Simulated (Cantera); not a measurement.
## Hydrocarbon pyrolysis for carbon deposition

A perfectly stirred reactor is fed with C2H6 : N2 = 1 : 4.8 (molar parts), at 0.165 Torr; it is held at 1323 K, and followed from long to short residence time.

Cantera simulation using GRI-Mech 3.0 (53 species, 325 reactions); the numbers are that mechanism's predictions, not measurements. GRI-Mech 3.0 stops at C3 and has no aromatics, soot or wall deposition, so with more carbon than oxygen in the feed, carbon stays in small species such as C2H2 where larger ones or solid carbon would form. Radical loss at walls, strong at low pressure, is not modelled.

```tsv
τ (s)	x C2H6	x H2	x HCN	x C2H2	x C2H	x CH3
0.83	0.0653	0.0586	1.76e-8	0.0126	1.37e-8	0.00519
0.31	0.116	0.0308	9.23e-9	0.00261	3.88e-9	0.00506
0.12	0.154	0.00999	3.60e-9	0.000211	5.52e-10	0.00306
0.045	0.169	0.00186	6.97e-10	5.93e-6	2.82e-11	0.00131
0.017	0.172	0.000191	2.53e-11	6.40e-8	<1e-12	0.000557
0.0064	0.172	1.16e-5	<1e-12	3.94e-10	<1e-12	0.000231
0.0024	0.172	5.75e-7	<1e-12	3.51e-12	<1e-12	9.06e-5
0.00091	0.172	2.67e-8	<1e-12	<1e-12	<1e-12	3.49e-5
0.00034	0.172	1.28e-9	<1e-12	<1e-12	<1e-12	1.31e-5
```
x: mole fraction; the columns are a selection and need not sum to one.
